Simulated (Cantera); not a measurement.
## Ignition delay

Mixture: CO : H2 : CH4 : O2 : N2 = 1 : 0.033 : 0.26 : 1.96 : 7.35 (molar parts), equivalence ratio 0.53, at 1500000 Pa, adiabatic and at constant volume. Ignition delay is the time to a rise of 400 K.

Detailed kinetics in Cantera: GRI-Mech 3.0 (53 species, 325 reactions). The pressure lies above the range GRI-Mech 3.0 was tuned for (to about 10 atm).

```tsv
T0 (K)	delay (ms)
1150	1.52
1250	0.405
1350	0.144
1450	0.0607
1550	0.0290
1650	0.0152
```

| Quantity | Value |
|---|---|
| apparent activation energy between 1450 and 1650 K | 140 kJ/mol |
